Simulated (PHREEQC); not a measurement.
Dissolve 0.043 mol/kgw CaCl2 and 5.9e-05 mol/kgw NaHCO3 at 20 °C. Closed to the air; pH follows from the charge balance.

Equilibrium calculation in PHREEQC: ion-association model, phreeqc.dat.

| Property | Result |
|---|---|
| pH | 7.61 |
| ionic strength | 0.129 mol/kgw |
| specific conductance | 7830 µS/cm |
| density | 1.002 g/cm³ |
| total alkalinity | 0.0590 meq/kg |

| species | molality | activity | log γ |
|---|---|---|---|
| Cl- | 0.0860 | 0.0645 | -0.125 |
| Ca+2 | 0.0430 | 0.0158 | -0.436 |
| Na+ | 5.90e-5 | 4.56e-5 | -0.112 |
| HCO3- | 4.67e-5 | 3.62e-5 | -0.111 |
| CaHCO3+ | 8.54e-6 | 6.68e-6 | -0.106 |
| CO2 | 2.10e-6 | 2.16e-6 | 0.013 |
| CaCO3 | 1.45e-6 | 1.49e-6 | 0.013 |
| OH- | 3.72e-7 | 2.76e-7 | -0.129 |
| CO3-2 | 1.72e-7 | 6.17e-8 | -0.444 |
| CaOH+ | 1.37e-7 | 1.05e-7 | -0.114 |
| H+ | 3.03e-8 | 2.47e-8 | -0.088 |

No solid was allowed to form.
